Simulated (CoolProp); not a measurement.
Vapour-liquid equilibrium of propane (1) + isohexane (2) at 37.45 °C; x and y are mole fractions of (1).

The numbers come from the multi-fluid Helmholtz-energy mixture model, Lemmon 2009 and Lemmon 2006; pair parameters Bell 2016 in CoolProp.

Give the bubble pressure and the first vapour's composition at x = 0.2, 0.35, 0.95. Is there an azeotrope?

x = 0.2: 0.2727 MPa, y = 0.849; x = 0.35: 0.4461 MPa, y = 0.918; x = 0.95: 1.212 MPa, y = 0.996. No azeotrope shows between x = 0.05 and 0.95.

Pair parameters are fitted to limited data, so mixtures are less certain than the pure fluids.
